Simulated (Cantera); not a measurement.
What does this Cantera script print?

```python
import numpy as np
import cantera as ct

gas_names = [...]  # 97 gases of nasa_gas.yaml made of Al, C, H, N
cond_names = """
    AL(cr) AL(L) ALN(s) C(gr) C6H6(L) C7H8(L) C8H18(L),n-octa
""".split()


# ... load() reads the species with a 1 bar reference pressure and builds the phases ...
atoms = {
    'Al(CH3)3': {'AL': 1, 'C': 3, 'H': 9},
    'NH3': {'N': 1, 'H': 3},
    'H2': {'H': 2},
}
top_T = {'ALN(s)': 2750, 'C(gr)': 4500}  # K; cautious upper limits of use, not melting points


# ... equilibrate(T, P, feed) seeds the gas with the atoms and calls Mixture.equilibrate('TP', solver="vcs", rtol=1e-11, max_steps=5000) ...
results = []
feed = {'Al(CH3)3': 1, 'NH3': 41, 'H2': 3.1}  # mol
P = 4900  # Pa
for T in [1025, 1100, 1175, 1250, 1325, 1400, 1475, 1550, 1625, 1700, 1775, 1850, 1925]:
    mix = equilibrate(T, P, feed)
    results.append((T, P, feed, dict(zip(mix.species_names, mix.species_moles))))
    x = sorted(zip(gas.X, gas.species_names), reverse=True)
    print(f"T = {T:g} K  P = {P:g} Pa  gas = {mix.phase_moles(0):.4g} mol")
    print("   x: " + "  ".join(f"{s} {v:.3e}" for v, s in x if v > 1e-06))
    print("   condensed (mol): " + ("  ".join(f"{mix.phase(i).name} {mix.phase_moles(i):.4g}"
          for i in range(1, mix.n_phases) if mix.phase_moles(i) > 1e-12) or "none"))
```

It prints:

```
T = 1025 K  P = 4900 Pa  gas = 88.91 mol
   x: H2 7.729e-01  N2 2.249e-01  CH4 2.151e-03  NH3 7.819e-06  HCN 3.198e-06
   condensed (mol): ALN(s) 1  C(gr) 2.808
T = 1100 K  P = 4900 Pa  gas = 89.01 mol
   x: H2 7.742e-01  N2 2.247e-01  CH4 1.054e-03  HCN 9.271e-06  NH3 5.028e-06
   condensed (mol): ALN(s) 1  C(gr) 2.905
T = 1175 K  P = 4900 Pa  gas = 89.05 mol
   x: H2 7.748e-01  N2 2.246e-01  CH4 5.634e-04  HCN 2.343e-05  NH3 3.411e-06
   condensed (mol): ALN(s) 1  C(gr) 2.948
T = 1250 K  P = 4900 Pa  gas = 89.07 mol
   x: H2 7.751e-01  N2 2.245e-01  CH4 3.237e-04  HCN 5.290e-05  NH3 2.419e-06  H 1.923e-06
   condensed (mol): ALN(s) 1  C(gr) 2.966
T = 1325 K  P = 4900 Pa  gas = 89.08 mol
   x: H2 7.752e-01  N2 2.245e-01  CH4 1.977e-04  HCN 1.088e-04  H 6.505e-06  NH3 1.782e-06
   condensed (mol): ALN(s) 1  C(gr) 2.972
T = 1400 K  P = 4900 Pa  gas = 89.09 mol
   x: H2 7.753e-01  N2 2.244e-01  HCN 2.070e-04  CH4 1.272e-04  H 1.935e-05  HNC 2.467e-06  C2H2,acetylene 1.953e-06  NH3 1.355e-06
   condensed (mol): ALN(s) 1  C(gr) 2.97
T = 1475 K  P = 4900 Pa  gas = 89.09 mol
   x: H2 7.752e-01  N2 2.243e-01  HCN 3.684e-04  CH4 8.559e-05  H 5.159e-05  HNC 5.727e-06  C2H2,acetylene 5.169e-06  NH3 1.059e-06
   condensed (mol): ALN(s) 1  C(gr) 2.958
T = 1550 K  P = 4900 Pa  gas = 89.1 mol
   x: H2 7.750e-01  N2 2.242e-01  HCN 6.198e-04  H 1.253e-04  CH4 5.984e-05  C2H2,acetylene 1.244e-05  HNC 1.224e-05
   condensed (mol): ALN(s) 1  C(gr) 2.936
T = 1625 K  P = 4900 Pa  gas = 89.11 mol
   x: H2 7.747e-01  N2 2.239e-01  HCN 9.928e-04  H 2.805e-04  CH4 4.324e-05  C2H2,acetylene 2.755e-05  HNC 2.436e-05
   condensed (mol): ALN(s) 0.9999  C(gr) 2.901
T = 1700 K  P = 4900 Pa  gas = 89.12 mol
   x: H2 7.741e-01  N2 2.236e-01  HCN 1.524e-03  H 5.857e-04  C2H2,acetylene 5.682e-05  HNC 4.559e-05  CH4 3.216e-05  AL 4.852e-06
   condensed (mol): ALN(s) 0.9995  C(gr) 2.847
T = 1775 K  P = 4900 Pa  gas = 89.15 mol
   x: H2 7.732e-01  N2 2.232e-01  HCN 2.254e-03  H 1.150e-03  C2H2,acetylene 1.101e-04  HNC 8.080e-05  AL 3.232e-05  CH4 2.452e-05  ALH 3.067e-06
   condensed (mol): ALN(s) 0.9968  C(gr) 2.77
T = 1850 K  P = 4900 Pa  gas = 89.22 mol
   x: H2 7.715e-01  N2 2.226e-01  HCN 3.225e-03  H 2.138e-03  C2H2,acetylene 2.018e-04  AL 1.842e-04  HNC 1.365e-04  CH4 1.909e-05  ALH 1.429e-05  CH3 1.066e-06
   condensed (mol): ALN(s) 0.9823  C(gr) 2.662
T = 1925 K  P = 4900 Pa  gas = 89.4 mol
   x: H2 7.683e-01  N2 2.219e-01  HCN 4.479e-03  H 3.786e-03  AL 9.152e-04  C2H2,acetylene 3.518e-04  HNC 2.210e-04  ALH 5.890e-05  CH4 1.511e-05  CH3 1.488e-06
   condensed (mol): ALN(s) 0.9129  C(gr) 2.515
```

These are equilibrium values from Cantera (NASA tables, ideal gas, pure condensed phases), not measurements of a reactor. The feed counts by its element totals alone.
